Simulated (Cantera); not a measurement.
What does this Cantera script print?

```python
import numpy as np
import cantera as ct

gas = ct.Solution("h2o2.yaml")
gas.TPX = 500, 16000, {'H2': 1, 'O2': 0.238, 'N2': 0.895}
flame = ct.FreeFlame(gas, width=0.14)
flame.set_refine_criteria(ratio=3, slope=0.08, curve=0.16)
flame.transport_model = "mixture-averaged"
flame.solve(loglevel=0, auto=True)
z, T = flame.grid, flame.T
thick = (T[-1] - T[0]) / np.gradient(T, z).max()
show = ['H2', 'O2', 'OH', 'H', 'HO2', 'O']
print(f"laminar burning velocity  {flame.velocity[0] * 100:.3f} cm/s")
print(f"burnt temperature         {T[-1]:.1f} K")
print(f"thermal thickness         {thick * 1e3:.4f} mm")
print(f"grid points               {len(z)}")
z0 = z[flame.heat_release_rate.argmax()]
print(f"{'z/mm':>9s}{'T/K':>9s}{'u/(m/s)':>9s}" + "".join(f"{s:>11s}" for s in show))
rows = []
for k in (-3, -2, -1.5, -1, -0.5, -0.25, 0, 0.25, 0.5, 1, 2, 4, 8):
    zz = z0 + k * thick
    rows.append([k * thick, np.interp(zz, z, T), np.interp(zz, z, flame.velocity),
                 *(np.interp(zz, z, flame.X[gas.species_index(s)]) for s in show)])
    print(f"{rows[-1][0] * 1e3:9.3f}{rows[-1][1]:9.1f}{rows[-1][2]:9.3f}" + "".join(f"{x:11.3e}" for x in rows[-1][3:]))
```

Result:

```
laminar burning velocity  520.709 cm/s
burnt temperature         2166.4 K
thermal thickness         4.5969 mm
grid points               155
     z/mm      T/K  u/(m/s)         H2         O2         OH          H        HO2          O
  -13.791    500.0    5.207  4.688e-01  1.116e-01  1.977e-20  4.598e-17  5.371e-15  1.035e-18
   -9.194    500.0    5.207  4.688e-01  1.116e-01  3.901e-17  1.819e-13  5.033e-12  1.815e-15
   -6.895    500.0    5.207  4.688e-01  1.116e-01  1.652e-14  1.028e-10  1.183e-09  6.732e-13
   -4.597    500.0    5.207  4.688e-01  1.116e-01  7.989e-11  8.009e-08  2.719e-07  4.928e-10
   -2.298    515.9    5.360  4.666e-01  1.114e-01  5.452e-05  4.042e-04  7.285e-05  1.113e-05
   -1.149    699.0    7.146  4.369e-01  1.060e-01  3.181e-04  1.232e-02  3.691e-05  2.144e-04
    0.000   1088.5   10.838  3.037e-01  6.008e-02  1.669e-03  7.908e-02  1.258e-05  3.730e-03
    1.149   1323.7   13.094  2.092e-01  6.709e-03  2.504e-03  1.199e-01  1.366e-06  2.454e-03
    2.298   1410.7   13.882  2.048e-01  1.106e-03  2.737e-03  1.158e-01  2.098e-07  1.473e-03
    4.597   1509.6   14.753  2.129e-01  6.888e-04  3.286e-03  1.025e-01  1.187e-07  1.365e-03
    9.194   1622.6   15.724  2.233e-01  5.721e-04  3.774e-03  8.631e-02  9.055e-08  1.202e-03
   18.388   1742.2   16.727  2.340e-01  4.197e-04  3.998e-03  6.891e-02  6.394e-08  9.291e-04
   36.775   1859.6   17.686  2.445e-01  2.652e-04  3.818e-03  5.175e-02  4.179e-08  6.147e-04
```

Model: the H2/O2 subset of GRI-Mech 3.0, which has no nitrogen chemistry, integrated in Cantera. Burning velocities carry a grid error of a few per cent, more on coarse grids.
